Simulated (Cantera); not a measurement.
A perfectly stirred reactor is fed with CH₃OH : O₂ : N₂ = 0.028 : 0.022 : 1 (molar parts), at 8250 Torr; it is held at 1150 K, and followed from long to short residence time.

Computed with Cantera and GRI-Mech 3.0 (53 species, 325 reactions). GRI-Mech 3.0 was tuned for natural gas; its chemistry of methanol as a main component is partial and can be far from experiment. The temperature is held fixed by assumption; the heat of reaction is taken as removed at once.

Task: What does this change do: CH3OH 0.028 to 0.18 parts?

Result: 
```tsv
quantity	before	after
x(CH₃OH) at τ = 2.10 s	1.34e-5	8.85e-5
x(O₂) at τ = 2.10 s	8.65e-5	3.26e-5
x(CH₄) at τ = 2.10 s	2.56e-5	0.000545
x(H) at τ = 2.10 s	1.22e-6	1.15e-6
x(CH₂) at τ = 2.10 s	5.52e-12	3.28e-12
x(CH₃OH) at τ = 15.0 ms	0.00141	0.00506
x(O₂) at τ = 15.0 ms	0.00269	9.03e-5
x(CH₄) at τ = 15.0 ms	3.23e-6	0.000943
x(H) at τ = 15.0 ms	1.23e-6	2.61e-6
x(CH₂) at τ = 15.0 ms	8.86e-11	9.34e-10
```

Task: What does this change do: pressure from 8250 Torr to 600 Torr?

Result: 
```json
[
 {"quantity": "x(CH₃OH) at τ = 2.10 s", "before": "1.34e-5", "after": "1.07e-5"},
 {"quantity": "x(O₂) at τ = 2.10 s", "before": "8.65e-5", "after": "0.000270"},
 {"quantity": "x(CH₄) at τ = 2.10 s", "before": "2.56e-5", "after": "0.000130"},
 {"quantity": "x(H) at τ = 2.10 s", "before": "1.22e-6", "after": "2.07e-5"},
 {"quantity": "x(CH₂) at τ = 2.10 s", "before": "5.52e-12", "after": "1.14e-9"},
 {"quantity": "x(CH₃OH) at τ = 15.0 ms", "before": "0.00141", "after": "0.00717"},
 {"quantity": "x(O₂) at τ = 15.0 ms", "before": "0.00269", "after": "0.00896"},
 {"quantity": "x(CH₄) at τ = 15.0 ms", "before": "3.23e-6", "after": "1.09e-6"},
 {"quantity": "x(H) at τ = 15.0 ms", "before": "1.23e-6", "after": "1.85e-6"},
 {"quantity": "x(CH₂) at τ = 15.0 ms", "before": "8.86e-11", "after": "4.12e-10"}
]
```

Task: What does this change do: O2 0.022 to 0.092 parts?

Result: 
```json
[
 {"quantity": "x(CH₃OH) at τ = 2.10 s", "before": "1.34e-5", "after": "5.39e-5"},
 {"quantity": "x(O₂) at τ = 2.10 s", "before": "8.65e-5", "after": "0.0447"},
 {"quantity": "x(CH₄) at τ = 2.10 s", "before": "2.56e-5", "after": "3.34e-9"},
 {"quantity": "x(H) at τ = 2.10 s", "before": "1.22e-6", "after": "4.14e-9"},
 {"quantity": "x(CH₂) at τ = 2.10 s", "before": "5.52e-12", "after": "<1e-12"},
 {"quantity": "x(CH₃OH) at τ = 15.0 ms", "before": "0.00141", "after": "0.00121"},
 {"quantity": "x(O₂) at τ = 15.0 ms", "before": "0.00269", "after": "0.0521"},
 {"quantity": "x(CH₄) at τ = 15.0 ms", "before": "3.23e-6", "after": "2.87e-8"},
 {"quantity": "x(H) at τ = 15.0 ms", "before": "1.23e-6", "after": "2.38e-7"},
 {"quantity": "x(CH₂) at τ = 15.0 ms", "before": "8.86e-11", "after": "<1e-12"}
]
```
